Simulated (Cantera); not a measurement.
Standard-state values (1 bar) from the NASA 1993 polynomials, evaluated with Cantera. Values are per mole of reaction as written; species without (g) are pure solids or liquids, kept so even where they would boil at 1 bar.

0.6667 Cr + O2(g) → 0.6667 CrO3(g)

```
T (K)  ΔH° (kJ)  ΔS° (J/K)  ΔG° (kJ)  log10 K
-----  --------  ---------  --------  -------
300      -195.3      -43.5    -182.2    31.73
673      -196.6      -46.7    -165.2    12.82
698      -196.6      -46.7    -164.0    12.27
723      -196.7      -46.8    -162.9    11.77
748         ___        ___       ___      ___
773      -196.8      -46.9    -160.5    10.85
798      -196.9      -47.0    -159.3    10.43
823         ___        ___       ___      ___
```

### Question
Fill in the missing entries.

### Answer

- 748, ΔH° (kJ): -196.8
- 748, ΔS° (J/K): -46.9
- 748, ΔG° (kJ): -161.7
- 748, log10 K: 11.29
- 823, ΔH° (kJ): -196.9
- 823, ΔS° (J/K): -47.1
- 823, ΔG° (kJ): -158.2
- 823, log10 K: 10.04
